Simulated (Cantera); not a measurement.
**Low-pressure radical oxidation in H2/O2**

An isothermal, constant-pressure homogeneous reactor starts with 11.5 % H₂, 88.5 % O₂, at 1325 K and 0.0133 bar.

Model: GRI-Mech 3.0 (53 species, 325 reactions), integrated in Cantera. Radical loss at walls, strong at low pressure, is not modelled. The temperature is held fixed by assumption; the heat of reaction is taken as removed at once.

```
t (s)         x H₂   x O₂    x HO₂       x H       x O      x OH     x H₂O
--------  --------  -----  -------  --------  --------  --------  --------
8.00e-6      0.115  0.885  6.35e-9   5.64e-9  7.98e-10  7.67e-10  9.01e-11
2.29e-5      0.115  0.885  1.82e-8   1.44e-8   5.55e-9   5.00e-9   1.76e-9
6.56e-5      0.115  0.885  5.21e-8   4.53e-8   3.74e-8   3.00e-8   3.06e-8
0.000188     0.115  0.885  1.50e-7   4.35e-7   4.91e-7   3.66e-7   7.77e-7
0.000538     0.115  0.885  7.27e-7  0.000162  0.000189  0.000139  0.000350
0.00154    0.00408  0.803  4.56e-6    0.0264    0.0632    0.0100    0.0929
0.00442    0.00345  0.810  4.53e-6    0.0224    0.0582   0.00936    0.0966
0.0126     0.00271  0.827  4.47e-6    0.0148    0.0437   0.00838     0.103
0.0362     0.00137  0.854  3.89e-6   0.00490    0.0208   0.00604     0.113
0.104     0.000323  0.872  2.15e-6  0.000539   0.00476   0.00296     0.120
0.297      4.83e-5  0.877  6.26e-7   3.09e-5  0.000707   0.00115     0.121
0.851      7.75e-6  0.878  1.45e-7   1.99e-6  0.000114  0.000462     0.122
2.44       1.59e-6  0.878  4.86e-8   1.86e-7   2.34e-5  0.000210     0.122
6.98       4.19e-7  0.878  3.93e-8   2.53e-8   6.18e-6  0.000108     0.122
20.0       1.77e-7  0.878  4.92e-8   6.96e-9   2.61e-6   7.01e-5     0.122
```
x: mole fraction; the columns are a selection and need not sum to one.

Equilibrium at this temperature and pressure: H₂ 1.52e-7, O₂ 0.878, HO₂ 5.19e-8, H 5.57e-9, O 2.25e-6, OH 6.50e-5, H₂O 0.122 (gas phase only).
